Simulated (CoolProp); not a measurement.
R13 at 364.43 K and 4.93 MPa flows at 4 m/s in a round tube of 10 mm bore and 15 µm roughness, fully developed (64/Re and Nu = 3.66 if laminar; Colebrook and Gnielinski if turbulent). Each further row changes one setting.

The numbers come from the reference Helmholtz-energy equation of state, Platzer 1990 in CoolProp. This equation is an older, rougher fit; its heat capacities, sound speeds and derivatives of the liquid may be far off and weren't checked against measurements.

| case | Reynolds number | Darcy friction factor | pressure drop (Pa/m) | heat-transfer coefficient (W/(m² K)) | mass flow (kg/h) |
|---|---|---|---|---|---|
| as stated | 431000 | ? | 4040 | ? | 256 |
| velocity 8 m/s | 862000 | ? | 16000 | ? | ? |
| diameter 20 mm | 862000 | ? | ? | 2140 | ? |

Task: Some entries are withheld; supply them.

Result: 
- as stated, Darcy friction factor: 0.0222
- as stated, heat-transfer coefficient (W/(m² K)): 2540
- velocity 8 m/s, Darcy friction factor: 0.0220
- velocity 8 m/s, heat-transfer coefficient (W/(m² K)): 5030
- velocity 8 m/s, mass flow (kg/h): 513
- diameter 20 mm, Darcy friction factor: 0.0188
- diameter 20 mm, pressure drop (Pa/m): 1700
- diameter 20 mm, mass flow (kg/h): 1030

Viscosity comes from a separate model (Huber 2003), an estimate that may be off by 10 % or more. Thermal conductivity comes from a separate model (Huber 2003), an estimate that may be off by 10 % or more.
